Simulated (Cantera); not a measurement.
A perfectly stirred reactor is fed with 5.26 % CH₄, 94.7 % H₂, at 0.133 bar; it is held at 1600 K, and followed from long to short residence time.

Model: GRI-Mech 3.0 (53 species, 325 reactions), integrated in Cantera. GRI-Mech 3.0 stops at C3 and has no aromatics, soot or wall deposition, so with more carbon than oxygen in the feed, carbon stays in small species such as C2H2 where larger ones or solid carbon would form.

x: mole fraction; the columns are a selection and need not sum to one.

```tsv
τ (s)	x CH₄	x H₂	x C₂H₂	x CH₂	x C₂H₆	x CH₃
1.0	0.0362	0.956	0.00759	…	3.01e-6	0.000101
0.34	0.0445	0.951	0.00368	1.47e-8	4.36e-6	0.000122
0.12	0.0492	0.949	0.00147	1.55e-8	5.14e-6	0.000132
0.040	0.0514	0.948	0.000441	1.48e-8	5.22e-6	0.000132
0.014	0.0522	0.947	9.63e-5	…	4.46e-6	0.000120
0.0047	0.0525	0.947	8.00e-6	…	2.53e-6	8.67e-5
0.0016	0.0526	0.947	1.45e-7	…	6.02e-7	4.20e-5
0.00055	0.0526	0.947	1.26e-9	2.09e-10	5.93e-8	1.56e-5
```

Question: Complete the blanks.

Answer: 
- 1.0, x CH₂: 1.26e-8
- 0.014, x CH₂: 1.21e-8
- 0.0047, x CH₂: 6.39e-9
- 0.0016, x CH₂: 1.52e-9
